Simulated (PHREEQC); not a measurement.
Brine

A solution holds 3.9 mol/kgw CaCl2 and 0.18 mol/kgw SrCl2, at 25 °C. Closed to the air; pH follows from the charge balance.

Equilibrium calculation in PHREEQC: Pitzer model, pitzer.dat.

Precipitation was switched off in this run.

**Question.** Predict the activity of water, osmotic coefficient.

**Answer.** activity of water 0.616; osmotic coefficient 2.195.
